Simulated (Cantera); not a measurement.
Charge: 1 mol B, 94 mol H2, 0.26 mol O2, held at 700 °C and 5.10 mbar.

Equilibrium computed with Cantera from the NASA thermochemical tables; the gas is ideal and each condensed phase is pure. Candidate condensed phases: B, B2O3, B3O3H3, H2O; 23 gas species. Rates play no part.

Base state: H2 1.000, B3O3H3 0.000420 (mole fractions); condensed: B(s) + B2O3(l).

### Question
What changes in the equilibrium state with this change: O2 from 0.26 to 3.2 mol?

### Answer
| species | before | after |
|---|---|---|
| H2 | 1.000 | 0.948 |
| H2O | 1.22e-8 | 0.0521 |
| HBO2 | 2.27e-8 | 4.70e-5 |
| B3O3H3 | 0.000420 | <1e-9 |
| (HBO2)3 | <1e-9 | 2.71e-5 |
| B(s), mol | 0.614 | 0 |
| B2O3(l), mol | 0.134 | 0.494 |
Gases not in the tables: H3BO3.

### Question
What changes in the equilibrium state with this change: pressure from 5.10 mbar to 0.140 bar?

### Answer
```json
[
 {"species": "H2", "before": "1.000", "after": "0.998"},
 {"species": "B3O3H3", "before": "0.000420", "after": "0.00185"},
 {"species": "B(s), mol", "before": "0.614", "after": "0.480"},
 {"species": "B2O3(l), mol", "before": "0.134", "after": "0"}
]
```
